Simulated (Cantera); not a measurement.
Mixture: CH4 : O2 : N2 : CO2 = 1 : 2.56 : 6.67 : 0.66 (molar parts), equivalence ratio 0.78, at 1.01 bar, adiabatic and at constant pressure. Ignition delay is the time to a rise of 400 K.

Model: GRI-Mech 3.0 (53 species, 325 reactions), integrated in Cantera.

Problem. Predict: delay at 1075 K; delay at 1175 K; delay at 1275 K; delay at 1375 K; delay at 1475 K; delay at 1575 K; delay at 1675 K; apparent activation energy between 1475 and 1675 K.

Solution. 
```
Quantity                                                 Value
--------------------------------------------------  ----------
delay at 1075 K                                        0.216 s
delay at 1175 K                                        46.1 ms
delay at 1275 K                                        11.5 ms
delay at 1375 K                                        3.33 ms
delay at 1475 K                                        1.13 ms
delay at 1575 K                                       0.449 ms
delay at 1675 K                                       0.207 ms
apparent activation energy between 1475 and 1675 K  170 kJ/mol
```
